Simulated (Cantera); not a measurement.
**Equilibrium for hydrogen reduction and annealing atmospheres: Fe2O3 + H2 + N2**

Input: 1 mol Fe2O3, a varied amount of H2, 60 mol N2, held at 1025 °C and 36.8 Torr.

Cantera equilibrium calculation (NASA polynomials, part measured and part estimated; ideal gas, pure solids and liquids). Candidate condensed phases: Fe, FeO, Fe(OH)2, Fe(OH)3, Fe2O3, Fe3O4, H2O; 27 gas species. Mutual solubility and eutectic melting of coexisting phases are not modelled. The tables' stoichiometric FeO is somewhat more stable than real wüstite, so its field is too wide. FeO: taken at fixed stoichiometry. The numbers say what is thermodynamically allowed, not how fast it happens.

| n(H2) (mol) | x N2 | x H2 | x H2O | x H | x NH3 | x Fe(OH)2 | x Fe | x OH | n FeO(s) | n Fe(γ) |
|---|---|---|---|---|---|---|---|---|---|---|
| 1.8 | 0.971 | 0.0129 | 0.0162 | 5.51e-7 | 8.89e-9 | 2.68e-8 | 5.50e-9 | 8.91e-9 | 2.00 | 0 |
| 2.3 | 0.963 | 0.0209 | 0.0161 | 6.99e-7 | 1.81e-8 | 2.65e-8 | 8.94e-9 | 6.96e-9 | 2.00 | 0 |
| 3.1 | 0.951 | 0.0333 | 0.0158 | 8.83e-7 | 3.63e-8 | 2.62e-8 | 1.44e-8 | 5.44e-9 | 2.00 | 0 |
| 4.2 | 0.935 | 0.0493 | 0.0161 | 1.07e-6 | 6.49e-8 | 2.66e-8 | 2.10e-8 | 4.55e-9 | 1.97 | 0.0344 |
| 5.6 | 0.915 | 0.0643 | 0.0210 | 1.23e-6 | 9.56e-8 | 3.48e-8 | 2.10e-8 | 5.19e-9 | 1.62 | 0.379 |
| 7.5 | 0.889 | 0.0837 | 0.0274 | 1.40e-6 | 1.40e-7 | 4.53e-8 | 2.10e-8 | 5.92e-9 | 1.15 | 0.847 |
| 10 | 0.857 | 0.108 | 0.0352 | 1.59e-6 | 2.00e-7 | 5.82e-8 | 2.10e-8 | 6.72e-9 | 0.537 | 1.46 |
| 14 | 0.811 | 0.149 | 0.0405 | 1.87e-6 | 3.16e-7 | 5.60e-8 | 2.10e-8 | 6.59e-9 | 0 | 2.00 |
| 18 | 0.769 | 0.192 | 0.0385 | 2.12e-6 | 4.53e-7 | 3.89e-8 | 2.10e-8 | 5.49e-9 | 0 | 2.00 |
| 24 | 0.714 | 0.250 | 0.0357 | 2.42e-6 | 6.47e-7 | 2.58e-8 | 2.10e-8 | 4.47e-9 | 0 | 2.00 |
| 33 | 0.645 | 0.323 | 0.0323 | 2.75e-6 | 9.02e-7 | 1.63e-8 | 2.10e-8 | 3.56e-9 | 0 | 2.00 |
| 44 | 0.577 | 0.394 | 0.0288 | 3.04e-6 | 1.15e-6 | 1.07e-8 | 2.10e-8 | 2.88e-9 | 0 | 2.00 |
| 58 | 0.508 | 0.466 | 0.0254 | 3.30e-6 | 1.39e-6 | 7.02e-9 | 2.10e-8 | 2.33e-9 | 0 | 2.00 |
x: gas mole fraction; n: condensed amount in mol.

From 1.8 mol H2 to 3.1 mol H2 the condensed part is FeO(s). From 4.2 mol H2 to 10 mol H2 the condensed part is Fe(γ) + FeO(s). From 14 mol H2 to 58 mol H2 the condensed part is Fe(γ). The main Fe-bearing gas is Fe(OH)2 at 1.8 mol H2 and Fe at 58 mol H2.
